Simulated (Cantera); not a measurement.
A closed system holds: 1 mol Al(CH3)3, 310 mol NH3, 68 mol N2, 15 mol O2, held at 1825 °C and 2.20 mbar.

Method: chemical equilibrium by Gibbs-energy minimisation in Cantera with the NASA 1993 tables (ideal gas, pure condensed phases). Candidate condensed phases: Al, AlN, Al2O3, C, C6H6, C7H8, C8H18, H2O; 148 gas species. The feed counts by its element totals alone. The tables' values for AlOH are old estimates; treat these amounts as uncertain. Equilibrium is a limit: real reactors are often held back by kinetics, nucleation or transport.

Base state: H2 0.597, N2 0.312, H 0.0507, H2O 0.0353, CO 0.00415, OH 0.000356, CO2 4.98e-5, O 2.16e-5 (mole fractions); condensed: Al2O3(s).

Problem. What changes in the equilibrium state with this change: O2 from 15 to 3.5 mol?

Solution. 
```json
[
 {"species": "H2", "before": "0.597", "after": "0.627"},
 {"species": "N2", "before": "0.312", "after": "0.312"},
 {"species": "H", "before": "0.0507", "after": "0.0520"},
 {"species": "H2O", "before": "0.0353", "after": "0.00400"},
 {"species": "Al", "before": "1.07e-5", "after": "0.000301"},
 {"species": "Al2O", "before": "3.76e-7", "after": "3.24e-5"},
 {"species": "NO", "before": "1.00e-5", "after": "1.08e-6"},
 {"species": "O", "before": "2.16e-5", "after": "2.33e-6"},
 {"species": "Al2O3(s), mol", "before": "0.488", "after": "0.347"}
]
```
